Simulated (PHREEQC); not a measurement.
PHREEQC input (ion-association model, wateq4f.dat):

```
SOLUTION_MASTER_SPECIES
  An  An-  0  An  62.0  # stands for a non-complexing anion
SOLUTION_SPECIES
  An- = An-
    -log_k 0
    -gamma 3.0 0
PHASES
  Fix_H+
    H+ = H+
    -log_k 0
SOLUTION 1
  temp 25
  units mmol/kgw
  pH 7 charge
  B 1.8
  Na 5
  An 5
END
SELECTED_OUTPUT 1
  -reset false
  -pH true
  -pe true
  -ionic_strength true
  -water true
  -totals B Na
  -molalities Hfo_wOH Hfo_wOH2+ Hfo_wO- Hfo_sOH Hfo_sOH2+ Hfo_sO- Hfo_wH2BO3
USER_PUNCH 1
  -headings sigma psi
  10 PUNCH EDL("sigma", "Hfo"), EDL("psi", "Hfo")
PRINT
  -reset false
USE solution 1
SURFACE 1
  Hfo_wOH 0.00988764 600 4.4
  Hfo_sOH 0.000247191
EQUILIBRIUM_PHASES 1
  Fix_H+ -4 HAn 10
    -force_equality true
  O2(g) -0.68 10
END
# ... the last block is repeated for the other 12 points of pH, with NaOH or the acid as the point needs
```

Selected output (columns that matter, 13 of 13 rows; pH added in front):

```
pH	mu	B	Na	m_Hfo_wOH	m_Hfo_wOH2+	m_Hfo_wO-	m_Hfo_sOH	m_Hfo_sOH2+	m_Hfo_sO-	m_Hfo_wH2BO3	sigma	psi
4	0.0078855	0.0017683	0.005	0.004285	0.0054944	7.6555e-05	0.00010747	0.0001378	1.92e-06	3.1654e-05	0.20299	0.18824
4.5	0.0070054	0.0017586	0.005	0.0056386	0.0040268	0.00018088	0.00014156	0.00010109	4.5409e-06	4.1414e-05	0.1441	0.17369
5	0.0063426	0.001752	0.005	0.0065678	0.0029351	0.00033668	0.000165	7.3736e-05	8.4581e-06	4.8046e-05	0.097359	0.15616
5.5	0.0058652	0.0017481	0.005	0.0071057	0.0022057	0.0005244	0.00017858	5.5433e-05	1.3179e-05	5.1854e-05	0.062997	0.13594
6	0.0055352	0.0017463	0.005	0.0073713	0.0017523	0.00071034	0.00018529	4.4048e-05	1.7855e-05	5.3708e-05	0.039043	0.11322
6.5	0.0053163	0.0017456	0.005	0.007485	0.0014823	0.00086585	0.00018816	3.7263e-05	2.1766e-05	5.4437e-05	0.023099	0.088335
7	0.0051751	0.0017455	0.005	0.0075287	0.0013229	0.00098155	0.00018926	3.3256e-05	2.4675e-05	5.4518e-05	0.01279	0.061829
7.5	0.0050822	0.0017461	0.005	0.0075443	0.0012248	0.0010646	0.00018964	3.0788e-05	2.676e-05	5.3926e-05	0.0060039	0.034284
8	0.0050898	0.0017481	0.005076	0.0075501	0.0011563	0.0011293	0.00018975	2.9061e-05	2.8382e-05	5.1863e-05	0.0010129	0.0062033
8.5	0.0053444	0.0017538	0.005396	0.0075528	0.0010939	0.0011946	0.00018971	2.7476e-05	3.0006e-05	4.6176e-05	-0.0037744	-0.021939
9	0.0058289	0.0017657	0.0059665	0.0075516	0.0010166	0.0012851	0.00018944	2.5502e-05	3.224e-05	3.422e-05	-0.010063	-0.049637
9.5	0.006491	0.0017812	0.0067619	0.007529	0.00090553	0.0014341	0.00018858	2.2681e-05	3.592e-05	1.872e-05	-0.019803	-0.076321
10	0.0071356	0.0017923	0.0076142	0.0074411	0.00075226	0.0016862	0.00018617	1.8821e-05	4.2187e-05	7.6053e-06	-0.034991	-0.10144
```

Species that the database lacks are ignored.
